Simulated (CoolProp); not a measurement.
Vapour-liquid equilibrium of R22 (1) + R134a (2) at -3.95 °C; x and y are mole fractions of (1).

Values from CoolProp's multi-fluid Helmholtz-energy mixture model, Kamei 1995 and Tillner-Roth 1994; pair parameters Bell 2016.

```tsv
x	bubble pressure (bar)	y at the bubble point	dew pressure at overall composition x (bar)	liquid density (mol/L)
0.05	2.651	0.089	2.598	12.90
0.2	2.985	0.307	2.814	13.17
0.35	3.286	0.478	3.057	13.46
0.5	3.562	0.620	3.328	13.77
0.65	3.820	0.744	3.624	14.10
0.8	4.063	0.858	3.939	14.46
0.95	4.295	0.965	4.263	14.84
```

No azeotrope shows between x = 0.05 and 0.95.

Pair parameters are fitted to limited data, so mixtures are less certain than the pure fluids.
